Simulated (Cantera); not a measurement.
## Equilibrium for carbothermic reduction: Cu2O + CH4 + CO + C

Input: 1 mol Cu2O, 0.67 mol CH4, 0.38 mol CO, 0.57 mol C, at 2.40 Torr.

These are equilibrium values from Cantera (NASA tables, ideal gas, pure condensed phases), not measurements of a reactor. Candidate condensed phases: C, C6H6, C7H8, C8H18, Cu, CuO, Cu(OH)2, Cu2O, H2O; 113 gas species. Rates play no part.

| T (K) | x CO | x H2 | x Cu | x H | x H2O | n C(graphite) | n Cu(s) | n Cu(l) |
|---|---|---|---|---|---|---|---|---|
| 1150 | 0.507 | 0.493 | 9.03e-7 | 9.26e-7 | 3.75e-5 | 0.240 | 2.00 | 0 |
| 1200 | 0.507 | 0.493 | 3.84e-6 | 2.45e-6 | 2.08e-5 | 0.240 | 2.00 | 0 |
| 1250 | 0.507 | 0.493 | 1.45e-5 | 6.00e-6 | 1.20e-5 | 0.240 | 2.00 | 0 |
| 1300 | 0.507 | 0.493 | 4.93e-5 | 1.37e-5 | 7.29e-6 | 0.240 | 2.00 | 0 |
| 1350 | 0.507 | 0.493 | 0.000153 | 2.96e-5 | 4.58e-6 | 0.240 | 2.00 | 0 |
| 1400 | 0.507 | 0.492 | 0.000422 | 6.03e-5 | 2.98e-6 | 0.240 | 0 | 2.00 |
| 1450 | 0.507 | 0.492 | 0.00107 | 0.000117 | 1.99e-6 | 0.240 | 0 | 2.00 |
| 1500 | 0.506 | 0.491 | 0.00257 | 0.000218 | 1.37e-6 | 0.240 | 0 | 1.99 |
x: gas mole fraction; n: condensed amount in mol.

From 1150 K to 1350 K the condensed part is C(graphite) + Cu(s). From 1400 K to 1500 K the condensed part is C(graphite) + Cu(l). The main Cu-bearing gas is Cu throughout.
